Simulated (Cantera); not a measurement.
A closed system holds: 1 mol MgCO3, 0.072 mol H2S, 0.17 mol CO2, held at 13300 Pa.

Equilibrium computed with Cantera from the NASA thermochemical tables; the gas is ideal and each condensed phase is pure. Candidate condensed phases: C, C6H6, C7H8, C8H18, H2O, H2SO4, Mg, MgCO3, MgO, Mg(OH)2, MgS, MgSO4, S; 130 gas species. Gases not in the tables: S3 to S7. The numbers say what is thermodynamically allowed, not how fast it happens. All values below are at 1123 K.

Base state: CO2 0.858, CO 0.0557, H2O 0.0475, S2 0.0202, H2S 0.00607, SO2 0.00588, COS 0.00379, H2 0.00282 (mole fractions); condensed: MgO(s).

### Question
What changes in the equilibrium state with this change: H2S from 0.072 to 0.51 mol?

### Answer
```csv
species,before,after
CO2,0.858,0.509
H2O,0.0475,0.134
CO,0.0557,0.120
H2S,0.00607,0.118
H2,0.00282,0.0289
COS,0.00379,0.0155
S2,0.0202,0.0730
CS2,3.99e-6,0.000113
SO2,0.00588,0.000846
"MgO(s), mol",1.00,1.00
```
